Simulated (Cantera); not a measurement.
Input (Python, Cantera) and output of one run.

```python
import numpy as np
import cantera as ct

gas_names = """
    CL CL2 H HCL H2 Si SiCL SiCL2 SiCL3 SiCL4 SiH SiHCL3 SiH2 SiH2CL2 SiH3 SiH3CL SiH4 Si2 Si3
""".split()
cond_names = """
    Si(cr) Si(L)
""".split()


# ... load() reads the species with a 1 bar reference pressure and builds the phases ...
atoms = {
    'SiHCl3': {'Si': 1, 'H': 1, 'CL': 3},
    'HCl': {'H': 1, 'CL': 1},
    'H2': {'H': 2},
}
top_T = {}  # K; cautious upper limits of use, not melting points


# ... equilibrate(T, P, feed) seeds the gas with the atoms and calls Mixture.equilibrate('TP', solver="vcs", rtol=1e-11, max_steps=5000) ...
results = []
feed = {'SiHCl3': 1, 'HCl': 0.41, 'H2': 93}  # mol
P = 150  # Pa
for T in [1200, 1300, 1400, 1500, 1600, 1700, 1800, 1900, 2000, 2100, 2200, 2300, 2400]:
    mix = equilibrate(T, P, feed)
    results.append((T, P, feed, dict(zip(mix.species_names, mix.species_moles))))

top = {s: max(r[3][s] / sum(r[3][g] for g in gas_names) for r in results) for s in gas_names}
cols = sorted((s for s in top if top[s] > 1e-06), key=lambda s: -top[s])[:5]
seen = [c for c in cond_names if any(r[3].get(c, 0) > 1e-12 for r in results)]
print("log10 of partial pressures in bar; condensed amounts in mol")
print(f"{'T/K':>10s}" + "".join(f"{s[:9]:>10s}" for s in cols + seen))
for T, P, feed, n in results:
    ng = sum(n[g] for g in gas_names)
    print(f"{T:10.4g}" + "".join(f"{np.log10(max(n[s] / ng * P / 1e5, 1e-99)):10.3f}" for s in cols)
          + "".join(f"{n.get(c, 0):10.4g}" for c in seen))
```

It prints:

```
log10 of partial pressures in bar; condensed amounts in mol
       T/K        H2         H       HCL        Si        CL    Si(cr)     Si(L)
      1200    -2.839    -8.124    -4.336   -11.858    -9.684     0.768         0
      1300    -2.839    -7.375    -4.340   -10.364    -8.951    0.7514         0
      1400    -2.839    -6.732    -4.345    -9.085    -8.323    0.7336         0
      1500    -2.839    -6.174    -4.350    -7.978    -7.779    0.7163         0
      1600    -2.839    -5.684    -4.355    -7.011    -7.302    0.6944         0
      1700    -2.840    -5.252    -4.359    -6.168    -6.880         0    0.6417
      1800    -2.843    -4.868    -4.355    -5.498    -6.495         0    0.4915
      1900    -2.851    -4.526    -4.350    -4.964    -6.147         0         0
      2000    -2.862    -4.220    -4.322    -4.883    -5.808         0         0
      2100    -2.879    -3.946    -4.328    -4.857    -5.528         0         0
      2200    -2.907    -3.703    -4.357    -4.856    -5.291         0         0
      2300    -2.952    -3.490    -4.410    -4.870    -5.091         0         0
      2400    -3.021    -3.309    -4.492    -4.895    -4.926         0         0
```

Cantera equilibrium calculation (NASA polynomials, part measured and part estimated; ideal gas, pure solids and liquids). The tables' values for SiCl, SiCl3 are old estimates; treat these amounts as uncertain. Gases not in the tables: Si2H6 and higher silanes.
